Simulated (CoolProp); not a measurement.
Toluene along the isotherm 194.75 °C: density (kg/m³) from the reference equation and from simpler models built on Tc = 318.6 °C, pc = 4.126 MPa, ω = 0.266; each cubic takes its own stable root.

Model: reference Helmholtz-energy equation of state, Lemmon 2006, in CoolProp. It is a short technical equation, of lower accuracy than the large ones.

```
p (MPa)   phase  reference  van der Waals  Peng-Robinson
-------  ------  ---------  -------------  -------------
0.442       gas      11.54          11.12          11.47
0.884    liquid      683.8          23.93          681.6
1.33     liquid      685.2          39.63          683.9
1.77     liquid      686.6          405.0          686.1
2.21     liquid      687.9          408.6          688.2
2.65     liquid      689.2          411.9          690.3
3.09     liquid      690.5          414.9          692.3
3.54     liquid      691.7          417.9          694.3
3.98     liquid      693.0          420.6          696.3
4.42     liquid      694.2          423.1          698.2
4.86     liquid      695.3          425.5          700.0
5.31     liquid      696.5          427.9          701.8
5.75     liquid      697.7          430.1          703.6
6.19     liquid      698.8          432.2          705.3
```

At some of these states van der Waals gives the other phase, because its saturation line lies elsewhere.
